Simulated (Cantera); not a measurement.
Charge: 1 mol FeS2, 0.38 mol SO3, 0.44 mol O2, held at 750 K.

These are equilibrium values from Cantera (NASA tables, ideal gas, pure condensed phases), not measurements of a reactor. Candidate condensed phases: Fe, FeO, FeS, FeSO4, FeS2, Fe2O3, Fe2(SO4)3, Fe3O4, S; 12 gas species. Gases not in the tables: S3 to S7. The numbers say what is thermodynamically allowed, not how fast it happens.

**Question.** At 5.60 bar, list the 3 most abundant gas species with their mole fractions, and the condensed phases.

**Answer.** SO2 1.000, S2 0.000174, S2O 0.000159. Condensed: FeS2(s) + Fe3O4(s).
